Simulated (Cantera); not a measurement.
## Stirred combustor or abatement burner

A perfectly stirred reactor is fed with CO : H2 : O2 : N2 : H2O = 1 : 0.048 : 0.97 : 3.65 : 0.49 (molar parts), at 750 Torr; it is adiabatic with a 550 K inlet, and is followed from long to short residence time, starting on the burning branch (τ in s: 0.1, 0.042, 0.017, 0.0068, 0.0028, 0.0011, 0.00045, 0.00018, 7.4e-05, 3e-05).

Cantera simulation using GRI-Mech 3.0 (53 species, 325 reactions); the numbers are that mechanism's predictions, not measurements.

| τ (s) | T (K) | x CO | x H2 | x O2 | x OH | x NO | x CO2 |
|---|---|---|---|---|---|---|---|
| 0.10 | 1890 | 0.00162 | 0.000169 | 0.0793 | 0.00177 | 7.31e-5 | 0.176 |
| 0.042 | 1878 | 0.00275 | 0.000284 | 0.0797 | 0.00225 | 5.33e-5 | 0.174 |
| 0.017 | 1858 | 0.00475 | 0.000489 | 0.0803 | 0.00288 | 3.74e-5 | 0.172 |
| 0.0068 | 1824 | 0.00807 | 0.000826 | 0.0815 | 0.00359 | 2.51e-5 | 0.168 |
| 0.0028 | 1773 | 0.0131 | 0.00131 | 0.0834 | 0.00424 | 1.76e-5 | 0.163 |
| 0.0011 | 1693 | 0.0212 | 0.00196 | 0.0867 | 0.00462 | 1.36e-5 | 0.153 |
| 0.00045 | 1570 | 0.0352 | 0.00251 | 0.0931 | 0.00421 | 9.63e-6 | 0.138 |
| 0.00018 | 550 | 0.162 | 0.00779 | 0.158 | <1e-12 | <1e-12 | <1e-12 |
| 7.4e-5 | 550 | 0.162 | 0.00779 | 0.158 | <1e-12 | <1e-12 | <1e-12 |
| 3.0e-5 | 550 | 0.162 | 0.00779 | 0.158 | <1e-12 | <1e-12 | <1e-12 |
x: mole fraction; the columns are a selection and need not sum to one.
